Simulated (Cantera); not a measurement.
A perfectly stirred reactor is fed with 8.80 % CH4, 1.32 % C2H6, 1.85 % C3H8, 18.5 % O2, 69.6 % N2, equivalence ratio 1.7, at 2330 Torr; it is adiabatic with a 400 K inlet, and is followed from long to short residence time, starting on the burning branch (τ in s: 0.027, 0.014, 0.0075, 0.0039, 0.0021, 0.0011, 0.00058, 0.0003, 0.00016, 8.4e-05, 4.4e-05, 2.3e-05).

Computed with Cantera and GRI-Mech 3.0 (53 species, 325 reactions). GRI-Mech 3.0 was tuned for natural gas; its chemistry of propane as a main component is partial and can be far from experiment.

Problem. Predict: blow-out, bracketed by the residence times tried; x(CH4) at τ = 27.0 ms; x(C2H6) at τ = 27.0 ms; x(C3H8) at τ = 27.0 ms; x(H2) at τ = 27.0 ms; x(CH3) at τ = 27.0 ms; x(CH4) at τ = 0.580 ms; x(C2H6) at τ = 0.580 ms; x(C3H8) at τ = 0.580 ms; x(H2) at τ = 0.580 ms; x(CH3) at τ = 0.580 ms.

Solution. 
- blow-out, bracketed by the residence times tried = burning at 0.580 ms, out at 0.300 ms
- x(CH4) at τ = 27.0 ms = 0.00633
- x(C2H6) at τ = 27.0 ms = 9.50e-6
- x(C3H8) at τ = 27.0 ms = 1.12e-6
- x(H2) at τ = 27.0 ms = 0.0819
- x(CH3) at τ = 27.0 ms = 0.000284
- x(CH4) at τ = 0.580 ms = 0.0189
- x(C2H6) at τ = 0.580 ms = 0.000714
- x(C3H8) at τ = 0.580 ms = 0.000147
- x(H2) at τ = 0.580 ms = 0.0587
- x(CH3) at τ = 0.580 ms = 0.00104
